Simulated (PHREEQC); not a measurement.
PHREEQC input (ion-association model, wateq4f.dat):

```
SOLUTION_MASTER_SPECIES
  An  An-  0  An  62.0  # stands for a non-complexing anion
SOLUTION_SPECIES
  An- = An-
    -log_k 0
    -gamma 3.0 0
PHASES
  Fix_H+
    H+ = H+
    -log_k 0
SOLUTION 1
  temp 25
  units mmol/kgw
  pH 7 charge
  Na 10
  An 10
END
SELECTED_OUTPUT 1
  -reset false
  -pH true
  -pe true
  -ionic_strength true
  -water true
  -totals Na
  -molalities Hfo_wOH Hfo_wOH2+ Hfo_wO- Hfo_sOH Hfo_sOH2+ Hfo_sO-
USER_PUNCH 1
  -headings sigma psi
  10 PUNCH EDL("sigma", "Hfo"), EDL("psi", "Hfo")
PRINT
  -reset false
USE solution 1
SURFACE 1
  Hfo_wOH 2.69663e-05 600 0.012
  Hfo_sOH 6.74157e-07
EQUILIBRIUM_PHASES 1
  Fix_H+ -3 HAn 10
    -force_equality true
  O2(g) -0.68 10
END
# ... the last block is repeated for the other 16 points of pH, with NaOH or the acid as the point needs
```

Selected output (columns that matter, 9 of 17 rows; pH added in front):

```
pH	mu	Na	m_Hfo_wOH	m_Hfo_wOH2+	m_Hfo_wO-	m_Hfo_sOH	m_Hfo_sOH2+	m_Hfo_sO-	sigma	psi
3	0.011111	0.01	3.3352e-06	2.362e-05	1.0788e-08	8.3379e-08	5.9051e-07	2.6971e-10	0.32432	0.20349
4	0.010118	0.01	1.0913e-05	1.5882e-05	1.7177e-07	2.7282e-07	3.9705e-07	4.2944e-09	0.21581	0.18498
5	0.010015	0.01	1.7219e-05	8.9914e-06	7.5546e-07	4.3049e-07	2.2478e-07	1.8887e-08	0.11314	0.15216
6	0.010003	0.01	1.9938e-05	5.3156e-06	1.7131e-06	4.9844e-07	1.3289e-07	4.2829e-08	0.049486	0.11027
7	0.010001	0.01	2.0604e-05	3.8088e-06	2.5534e-06	5.151e-07	9.522e-08	6.3835e-08	0.017246	0.060526
8	0.010001	0.010001	2.0699e-05	3.1841e-06	3.0827e-06	5.1749e-07	7.9604e-08	7.7067e-08	0.0013941	0.0060911
9	0.010012	0.010012	2.0646e-05	2.6904e-06	3.6297e-06	5.1616e-07	6.726e-08	9.0742e-08	-0.012903	-0.048802
10	0.010113	0.010114	2.0186e-05	1.9209e-06	4.8594e-06	5.0465e-07	4.8023e-08	1.2149e-07	-0.040366	-0.099883
11	0.011121	0.011125	1.7932e-05	9.0625e-07	8.1283e-06	4.4829e-07	2.2656e-08	2.0321e-07	-0.099209	-0.14278
```

The oxide is taken as insoluble; below pH 4 it would dissolve.
